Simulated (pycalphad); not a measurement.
## Effect of Al content in Si-Al

All values are pycalphad results on the COST 507 light-alloy database (1999) (1 atm), not direct measurements. The data set is of 1999 and partly superseded. Amounts are mole fractions of atoms.

```tsv
alloy	liquidus (K)	first solid	solidus (K)	phases at 550 K
Si-32.12Al (wt.%)	1490	diamond (Si)	850	diamond (Si) 0.67, fcc 0.33
Si-43.01Al (wt.%)	1395	diamond (Si)	850	diamond (Si) 0.56, fcc 0.44
Si-65.09Al (wt.%)	[?]	diamond (Si)	850	[?]
Si-87.57Al (wt.%)	851	fcc	850	fcc 0.88, diamond (Si) 0.12
```

Fill in the missing entries.


- Si-65.09Al (wt.%), liquidus (K): 1155
- Si-65.09Al (wt.%), phases at 550 K: fcc 0.66, diamond (Si) 0.34
